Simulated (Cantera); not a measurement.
A jet of 3.87 % H₂, 13.6 % O₂, 82.5 % N₂ at 300 K and 9800 Pa hits a platinum plate 4.4 cm away at a mass flux of 0.027 kg/m²/s; the plate temperature is set and raised in steps from an oxygen-covered start.

Detailed kinetics in Cantera: Deutschmann's 1995 Pt surface mechanism with GRI-Mech 3.0 gas chemistry. Catalytic surfaces can have several steady states; this one follows from the mechanism file's or the stated starting coverage.

One state of this run: wall x H₂ = 0.00171; wall x O₂ = 0.0970; wall x H₂O = 0.0698; wall x OH = <1e-8; θ free Pt = 0.101; θ O* = 0.896; θ OH* = 0.00267. x: mole fraction at the wall; θ: surface coverage.

Which value of plate T (K) does it belong to?
A. 800
B. 700
C. 1050
D. 950

A, 800
